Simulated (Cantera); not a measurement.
Input (Python, Cantera) and output of one run.

```python
import numpy as np
import cantera as ct

gas_names = """
    CL CL2 H HCL H2 Si SiCL SiCL2 SiCL3 SiCL4 SiH SiHCL3 SiH2 SiH2CL2 SiH3 SiH3CL SiH4 Si2 Si3
""".split()
cond_names = """
    Si(cr) Si(L)
""".split()


# ... load() reads the species with a 1 bar reference pressure and builds the phases ...
atoms = {
    'Si': {'Si': 1},
    'Cl2': {'CL': 2},
    'H2': {'H': 2},
}
top_T = {}  # K; cautious upper limits of use, not melting points


# ... equilibrate(T, P, feed) seeds the gas with the atoms and calls Mixture.equilibrate('TP', solver="vcs", rtol=1e-11, max_steps=5000) ...
results = []
feed = {'Si': 1, 'Cl2': 0.75, 'H2': 16}  # mol
P = 10000  # Pa
for T in [748, 798, 848, 898, 948, 998, 1048, 1098, 1148, 1198, 1248]:
    mix = equilibrate(T, P, feed)
    results.append((T, P, feed, dict(zip(mix.species_names, mix.species_moles))))

top = {s: max(r[3][s] / sum(r[3][g] for g in gas_names) for r in results) for s in gas_names}
cols = sorted((s for s in top if top[s] > 0.001), key=lambda s: -top[s])[:7]
seen = [c for c in cond_names if any(r[3].get(c, 0) > 1e-12 for r in results)]
print("log10 of partial pressures in bar; condensed amounts in mol")
print(f"{'T/K':>10s}" + "".join(f"{s[:9]:>10s}" for s in cols + seen))
for T, P, feed, n in results:
    ng = sum(n[g] for g in gas_names)
    print(f"{T:10.4g}" + "".join(f"{np.log10(max(n[s] / ng * P / 1e5, 1e-99)):10.3f}" for s in cols)
          + "".join(f"{n.get(c, 0):10.4g}" for c in seen))
```

It prints:

```
log10 of partial pressures in bar; condensed amounts in mol
       T/K        H2       HCL     SiCL4    SiHCL3     SiCL2     SiCL3    Si(cr)
       748    -1.011    -4.123    -2.800    -3.046    -7.300    -6.188    0.5883
       798    -1.012    -3.811    -2.802    -3.058    -6.602    -5.729    0.5922
       848    -1.012    -3.538    -2.807    -3.071    -5.990    -5.328    0.5985
       898    -1.013    -3.297    -2.817    -3.088    -5.451    -4.976    0.6081
       948    -1.014    -3.085    -2.835    -3.110    -4.974    -4.670    0.6217
       998    -1.015    -2.899    -2.865    -3.141    -4.553    -4.404    0.6398
      1048    -1.017    -2.735    -2.911    -3.183    -4.183    -4.178    0.6622
      1098    -1.020    -2.594    -2.980    -3.242    -3.861    -3.994    0.6876
      1148    -1.023    -2.476    -3.081    -3.326    -3.588    -3.856    0.7136
      1198    -1.026    -2.381    -3.227    -3.442    -3.364    -3.769    0.7371
      1248    -1.029    -2.310    -3.428    -3.599    -3.192    -3.739     0.755
```

These are equilibrium values from Cantera (NASA tables, ideal gas, pure condensed phases), not measurements of a reactor. The tables' values for SiCl3 are old estimates; treat these amounts as uncertain.
